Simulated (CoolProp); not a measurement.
The fluid at 578.11 K and 0.325 MPa expands adiabatically to 0.0262 MPa with isentropic efficiency 1. The same conditions are run with several fluids, on thermodynamics alone (safety and materials aside).

The numbers come from the reference Helmholtz-energy equation of state of each fluid (carbonyl sulfide: Lemmon 2006; n-decane: Lemmon 2006; hexamethyldisiloxane (MM): Thol 2016; dry air: Lemmon 2000; n-nonane: Lemmon 2006) in CoolProp. Blends and air are pseudo-pure fits.

```tsv
fluid	work (kJ/kg)	final temperature (K)	final density (kg/m³)
carbonyl sulfide	163	372.8	0.509
n-decane	…	545.4	…
hexamethyldisiloxane (MM)	71.1	543.1	…
dry air	…	284.1	0.321
n-nonane	89.3	542.6	…
```

**Question.** Complete the blanks.

**Answer.** 
- n-decane, work (kJ/kg): 80.2
- n-decane, final density (kg/m³): 0.828
- hexamethyldisiloxane (MM), final density (kg/m³): 0.946
- dry air, work (kJ/kg): 300
- n-nonane, final density (kg/m³): 0.749
